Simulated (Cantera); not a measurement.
Charge: 1 mol C, 19 mol H2, held at 1225 K and 9.75 Torr.

Equilibrium computed with Cantera from the NASA thermochemical tables; the gas is ideal and each condensed phase is pure. Candidate condensed phases: C, C6H6, C7H8, C8H18; 76 gas species. The numbers say what is thermodynamically allowed, not how fast it happens.

Base state: H2 1.000, CH4 0.000171 (mole fractions); condensed: C(graphite).

### Question
What changes in the equilibrium state with this change: temperature from 1225 K to 775 K?

### Answer
```csv
species,before,after
H2,1.000,0.975
CH4,0.000171,0.0253
"C(graphite), mol",0.997,0.532
```
